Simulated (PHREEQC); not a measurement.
## Copper plating or etch bath: speciation

Consider water at 25 °C with 0.1 mol Cu(NO3)2 and 0.016 mol H3BO3 per kg of water. Closed to the air; pH follows from the charge balance.

Equilibrium calculation in PHREEQC: ion-association model, phreeqc.dat.

Precipitation was switched off in this run.

### Question
What pH, density does the model give?

### Answer
pH 4.22; density 1.013 g/cm³.
